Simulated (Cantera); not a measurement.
## Low-pressure radical oxidation in H2/O2

An isothermal, constant-pressure homogeneous reactor starts with H₂ : O₂ = 0.16 : 1 (molar parts), equivalence ratio 0.080, at 1050 K and 20.0 Torr.

Cantera simulation using the H2/O2 subset of GRI-Mech 3.0, which has no nitrogen chemistry; the numbers are that mechanism's predictions, not measurements. Radical loss at walls, strong at low pressure, is not modelled. The temperature is held fixed by assumption; the heat of reaction is taken as removed at once.

| t (s) | x H₂ | x O₂ | x HO₂ | x O | x H₂O |
|---|---|---|---|---|---|
| 7.00e-5 | 0.138 | 0.862 | 6.00e-10 | 2.79e-10 | 2.76e-10 |
| 0.000406 | 0.138 | 0.862 | 5.02e-9 | 4.66e-8 | 1.06e-7 |
| 0.00236 | 0.00698 | 0.808 | 2.19e-5 | 0.0320 | 0.115 |
| 0.0137 | 0.000250 | 0.850 | 1.01e-5 | 0.00141 | 0.147 |
| 0.0794 | 5.94e-6 | 0.852 | 8.71e-7 | 3.82e-5 | 0.148 |
| 0.461 | 2.98e-7 | 0.852 | 7.63e-8 | 2.63e-6 | 0.148 |
| 2.67 | 3.05e-8 | 0.852 | 1.00e-8 | 3.11e-7 | 0.148 |
| 15.5 | 4.26e-9 | 0.852 | 2.27e-9 | 4.59e-8 | 0.148 |
| 90.0 | 7.40e-10 | 0.852 | 2.13e-9 | 8.07e-9 | 0.148 |
x: mole fraction; the columns are a selection and need not sum to one.

Equilibrium at this temperature and pressure: H₂ 3.58e-10, O₂ 0.852, HO₂ 2.80e-9, O 3.80e-9, H₂O 0.148 (gas phase only).
